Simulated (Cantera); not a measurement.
Feed: 1 mol CaCO3, 1.3 mol H2, 0.022 mol O2, 0.063 mol H2O, held at 1425 K and 3.90 mbar.

Equilibrium computed with Cantera from the NASA thermochemical tables; the gas is ideal and each condensed phase is pure. Equilibrium is a limit: real reactors are often held back by kinetics, nucleation or transport.

| species | before | after |
|---|---|---|
| H2O | 0.319 | 0.344 |
| CO | 0.274 | 0.299 |
| H2 | 0.258 | 0.231 |
| CO2 | 0.149 | 0.123 |
| OH | 1.50e-6 | 0.000157 |
| H | 5.54e-5 | 0.00179 |
| CaO(s), mol | 1.00 | 1.000 |
Gas species are given as mole fractions.

### Question
What was changed between the two runs?
A) temperature from 1425 K to 1750 K
B) H2 from 1.3 to 0.076 mol
C) temperature from 1425 K to 1048.15 K
D) temperature from 1425 K to 700 K

### Answer
A, temperature from 1425 K to 1750 K
